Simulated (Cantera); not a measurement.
Input (Python, Cantera) and output of one run.

```python
import numpy as np
import cantera as ct

gas_names = [...]  # 47 gases of nasa_gas.yaml made of Cl, H, N, O, Si
cond_names = """
    H2O(s) H2O(L) NH4CL(a) NH4CL(b) Si(cr) Si(L) SiO2(Lqz) SiO2(hqz) SiO2(L) Si2N2O(s) Si3N4(a)
""".split()


# ... load() reads the species with a 1 bar reference pressure and builds the phases ...
atoms = {
    'SiH2Cl2': {'Si': 1, 'H': 2, 'CL': 2},
    'O3': {'O': 3},
    'NO': {'N': 1, 'O': 1},
}
top_T = {'Si2N2O(s)': 2100, 'Si3N4(a)': 2400}  # K; cautious upper limits of use, not melting points


# ... equilibrate(T, P, feed) seeds the gas with the atoms and calls Mixture.equilibrate('TP', solver="vcs", rtol=1e-11, max_steps=5000) ...
results = []
feed = {'SiH2Cl2': 1, 'O3': 0.081, 'NO': 6}  # mol
P = 133.322  # Pa
for T in [1073, 1173, 1273, 1373, 1473, 1573, 1673]:
    mix = equilibrate(T, P, feed)
    results.append((T, P, feed, dict(zip(mix.species_names, mix.species_moles))))

top = {s: max(r[3][s] / sum(r[3][g] for g in gas_names) for r in results) for s in gas_names}
cols = sorted((s for s in top if top[s] > 0.001), key=lambda s: -top[s])[:9]
seen = [c for c in cond_names if any(r[3].get(c, 0) > 1e-12 for r in results)]
print("log10 of partial pressures in bar; condensed amounts in mol")
print(f"{'T/K':>10s}" + "".join(f"{s[:9]:>10s}" for s in cols + seen))
for T, P, feed, n in results:
    ng = sum(n[g] for g in gas_names)
    print(f"{T:10.4g}" + "".join(f"{np.log10(max(n[s] / ng * P / 1e5, 1e-99)):10.3f}" for s in cols)
          + "".join(f"{n.get(c, 0):10.4g}" for c in seen))
```

Output:

```
log10 of partial pressures in bar; condensed amounts in mol
       T/K        N2        O2       HCL        CL       H2O       CL2        NO        OH SiO2(hqz)
      1073    -3.248    -3.411    -3.479    -5.317    -4.647    -4.697    -7.118    -8.869         1
      1173    -3.250    -3.411    -3.474    -4.889    -4.704    -4.876    -6.740    -8.222         1
      1273    -3.252    -3.414    -3.479    -4.574    -4.679    -5.121    -6.423    -7.641         1
      1373    -3.254    -3.419    -3.495    -4.352    -4.586    -5.427    -6.153    -7.109         1
      1473    -3.256    -3.426    -3.520    -4.190    -4.469    -5.752    -5.921    -6.632         1
      1573    -3.258    -3.435    -3.553    -4.063    -4.359    -6.067    -5.720    -6.212         1
      1673    -3.261    -3.445    -3.591    -3.961    -4.264    -6.363    -5.545    -5.844         1
```

Method: chemical equilibrium by Gibbs-energy minimisation in Cantera with the NASA 1993 tables (ideal gas, pure condensed phases). The tables hold silica as quartz up to 1696 K and as liquid above; real silica turns to tridymite and cristobalite and melts near 1996 K.
